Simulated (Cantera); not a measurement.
Cantera run:

```python
import numpy as np
import cantera as ct

gas_names = [...]  # 113 gases of nasa_gas.yaml made of C, H, O, Pb
cond_names = """
    C(gr) C6H6(L) C7H8(L) C8H18(L),n-octa H2O(s) H2O(L) Pb(cr) Pb(L) PbO(rd) PbO(yw) PbO(L) PbO2(s)
    Pb3O4(s)
""".split()


# ... load() reads the species with a 1 bar reference pressure and builds the phases ...
atoms = {
    'Pb': {'Pb': 1},
    'CO2': {'C': 1, 'O': 2},
    'H2': {'H': 2},
}
top_T = {'C(gr)': 4500, 'Pb3O4(s)': 820}  # K; cautious upper limits of use, not melting points


# ... equilibrate(T, P, feed) seeds the gas with the atoms and calls Mixture.equilibrate('TP', solver="vcs", rtol=1e-11, max_steps=5000) ...
results = []
feed = {'Pb': 1, 'CO2': 0.73, 'H2': 33}  # mol
T = 1600  # K
P = 20  # Pa
mix = equilibrate(T, P, feed)
results.append((T, P, feed, dict(zip(mix.species_names, mix.species_moles))))
print(gas.report(threshold=0.001))
for i in range(1, mix.n_phases):
    print(f"{mix.phase(i).name:16s} {mix.phase_moles(i):12.5e} mol")
```

Output:

```
       temperature   1600 K
          pressure   20 Pa
           density   1.3215e-05 kg/m^3
  mean mol. weight   8.7903 kg/kmol
   phase of matter   gas

                          1 kg             1 kmol
                     ---------------   ---------------
          enthalpy        4.3854e+06        3.8549e+07  J
   internal energy         2.872e+06        2.5246e+07  J
           entropy             29406        2.5849e+05  J/K
    Gibbs function       -4.2665e+07       -3.7504e+08  J
 heat capacity c_p            3730.2             32789  J/K
 heat capacity c_v            2784.3             24475  J/K

                      mass frac. Y      mole frac. X     chem. pot. / RT
                     ---------------   ---------------   ---------------
                CO          0.066356          0.020825           -47.664
                 H        0.00042417          0.003699           -13.694
                H2           0.21232           0.92576           -27.387
               H2O           0.04267          0.020821           -57.103
                Pb           0.67744           0.02874           -20.654
     [ +108 minor]        0.00079833        0.00015958

C(gr)             0.00000e+00 mol
Pb(L)             0.00000e+00 mol
PbO(L)            0.00000e+00 mol
```

Cantera equilibrium calculation (NASA polynomials, part measured and part estimated; ideal gas, pure solids and liquids).
